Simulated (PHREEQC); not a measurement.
Dissolve 0.0021 mol H3PO4, 0.089 mol NaOH and 0.00028 mol NiSO4 per kg of water at 25 °C. Closed to the air; pH follows from the charge balance.

Model: ion-association model, wateq4f.dat, run in PHREEQC.

```json
{
  "pH": "12.80",
  "ionic_strength": "0.0950 mol/kgw",
  "total_alkalinity": "86.9 meq/kg"
}
```

```
species   molality  activity   log γ
--------  --------  --------  ------
Na+         0.0890    0.0699  -0.105
OH-         0.0821    0.0628  -0.116
PO4-3      0.00189  0.000217  -0.939
Ni(OH)3-  0.000277  0.000217  -0.106
SO4-2     0.000240   9.09e-5  -0.421
HPO4-2    0.000200   7.65e-5  -0.418
```

This is a speciation only: nothing precipitates in the calculation. The solution is supersaturated, for example in Ni(OH)2, so a real one may precipitate; this is no full list. Complexes and solids missing from the database can't appear. H3PO4, which wateq4f.dat lacks, is added to it with the constant of phreeqc.dat. The database has no phosphate complexes of Ni.
